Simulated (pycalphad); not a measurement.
Source of the numbers: pycalphad with the COST 507 light-alloy database (1999); pressure 1 atm. The data set is of 1999 and partly superseded. Amounts are mole fractions of atoms.

Give the equilibrium state of Si-2C (at.%) at 2300 K.

LIQUID, fraction 0.968, with 0.39 C at.%; CSI, fraction 0.032, with 50.0 C at.%.

Give the equilibrium state of Si-2C (at.%) at 1600 K.

DIAMOND_A4, fraction 0.960, with <0.01 C at.%; CSI, fraction 0.040, with 50.0 C at.%.

Database names, with the compositions (at.%) that they take in these runs: CSI: Si 50 C 50. DIAMOND_A4 is diamond (Si).
